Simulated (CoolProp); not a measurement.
Computed with CoolProp (reference Helmholtz-energy equation of state, Lemmon 2006). It is a short technical equation, of lower accuracy than the large ones.

Task: For CH3F (R41), give the phase and the density (kg/m³), cv (kJ/(kg K)), isothermal compressibility (1/MPa), fugacity coefficient at 90.05 °C and 32600 kPa.

Result: 
- 90.05 °C and 32600 kPa: supercritical; density 583, cv 1.23, isothermal compressibility 0.00887, fugacity coefficient 0.344
